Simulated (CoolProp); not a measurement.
Computed with CoolProp (reference Helmholtz-energy equation of state, Span 2000).

Task: For nitrogen, give the phase and the cp (kJ/(kg K)), viscosity (µPa s) at 84.7 K and 0.609 MPa.

Result: 
- 84.7 K and 0.609 MPa: liquid; cp 2.08, viscosity 123

Viscosity comes from a separate model (Lemmon 2004).
